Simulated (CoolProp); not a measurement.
Saturation properties of water.

The numbers come from the reference Helmholtz-energy equation of state, Wagner 2002 in CoolProp.

| T (°C) | p (bar) | enthalpy of vaporisation (kJ/kg) | liquid viscosity (µPa s) | vapour viscosity (µPa s) |
|---|---|---|---|---|
| 125.65 | 2.369 | 2186 | 221 | 13.1 |
| 131.45 | 2.822 | 2169 | 210 | 13.3 |
| 137.35 | 3.352 | 2152 | 201 | 13.5 |
| 143.15 | 3.949 | 2135 | 192 | 13.7 |
| 149.05 | 4.642 | 2117 | 184 | 13.9 |
| 154.85 | 5.414 | 2098 | 176 | 14.1 |
| 160.75 | 6.301 | 2080 | 170 | 14.3 |
| 166.55 | 7.283 | 2060 | 163 | 14.5 |
| 172.35 | 8.382 | 2041 | 157 | 14.7 |
| 178.25 | 9.631 | 2020 | 152 | 14.9 |
| 184.05 | 11.00 | 2000 | 147 | 15.1 |
| 189.95 | 12.54 | 1978 | 142 | 15.3 |
| 195.75 | 14.21 | 1956 | 138 | 15.5 |
| 201.65 | 16.09 | 1933 | 133 | 15.7 |

It boils at 100.0 °C under 1 atm.

Viscosity comes from a separate model (Huber 2009).
